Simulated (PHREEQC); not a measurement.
Dissolve 0.00039 mol H2SeO4 and 4.2e-05 mol H2SO4 per kg of water at 25 °C. Closed to the air; pH follows from the charge balance.

All values are PHREEQC results (ion-association model, wateq4f.dat), not measurements.

```yaml
pH: 3.09
ionic_strength: 0.00127 mol/kgw
total_alkalinity: -0.864 meq/kg
```

```json
[
 {"species": "H+", "molality": "0.000849", "activity": "0.000817", "log γ": "-0.016"},
 {"species": "SeO4-2", "molality": "0.000378", "activity": "0.000322", "log γ": "-0.069"},
 {"species": "SO4-2", "molality": "3.92e-5", "activity": "3.35e-5", "log γ": "-0.069"},
 {"species": "HSeO4-", "molality": "1.25e-5", "activity": "1.20e-5", "log γ": "-0.017"},
 {"species": "HSO4-", "molality": "2.77e-6", "activity": "2.66e-6", "log γ": "-0.017"}
]
```

No solid was allowed to form. Complexes and solids missing from the database can't appear.
